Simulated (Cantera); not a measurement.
A closed system holds: 1 mol Cu, 1.9 mol F2, 1.3 mol H2, held at 627 °C and 58.0 Pa.

These are equilibrium values from Cantera (NASA tables, ideal gas, pure condensed phases), not measurements of a reactor. Candidate condensed phases: Cu, CuF2; 15 gas species. The numbers say what is thermodynamically allowed, not how fast it happens.

Base state: HF 0.998, CuF 0.000843, CuF2 0.000690 (mole fractions); condensed: Cu(s) + CuF2(s).

Question: What changes in the equilibrium state with this change: H2 from 1.3 to 0.24 mol?

Answer: 
| species | before | after |
|---|---|---|
| F | <1e-9 | 0.536 |
| HF | 0.998 | 0.308 |
| F2 | <1e-9 | 0.156 |
| CuF2 | 0.000690 | 0.000690 |
| CuF | 0.000843 | <1e-9 |
| Cu(s), mol | 0.399 | 0 |
| CuF2(s), mol | 0.597 | 0.999 |

Question: What changes in the equilibrium state with this change: temperature from 627 °C to 1127 °C?

Answer: 
```tsv
species	before	after
HF	0.998	0.722
CuF	0.000843	0.222
CuF2	0.000690	0.0552
F	<1e-9	0.000342
Cu	<1e-9	2.89e-5
Cu(s), mol	0.399	0
CuF2(s), mol	0.597	0
```
